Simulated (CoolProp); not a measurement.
R115 at several states: fugacity coefficient from the reference equation and from simpler models built on Tc = 353.1 K, pc = 3.129 MPa, ω = 0.248; each cubic takes its own stable root.

The numbers come from the reference Helmholtz-energy equation of state, Lemmon 2016 in CoolProp.

```
T (K)  p (MPa)          phase  reference
-----  -------  -------------  ---------
316.2   0.0164            gas     0.9976
189.9   0.0172         liquid     0.4735
463.2     11.1  supercritical     0.6571
485.7    0.857            gas     0.9715
275.2    0.106            gas     0.9754
303.4    0.134            gas     0.9773
```

Problem. How far does each simpler model (van der Waals, Redlich-Kwong, Soave-Redlich-Kwong, Peng-Robinson) lie from the reference over these 6 states: mean and median of the absolute difference, and the worst?

Solution. 
- van der Waals: mean 20.3 %, median 0.7 %, worst +109.8 % at 189.9 K and 0.0172 MPa
- Redlich-Kwong: mean 19.3 %, median 0.4 %, worst +109.0 % at 189.9 K and 0.0172 MPa
- Soave-Redlich-Kwong: mean 1.2 %, median 0.1 %, worst +5.0 % at 463.2 K and 11.1 MPa
- Peng-Robinson: mean 1.1 %, median 0.4 %, worst +3.2 % at 189.9 K and 0.0172 MPa

At some of these states van der Waals, Redlich-Kwong gives the other phase, because its saturation line lies elsewhere.
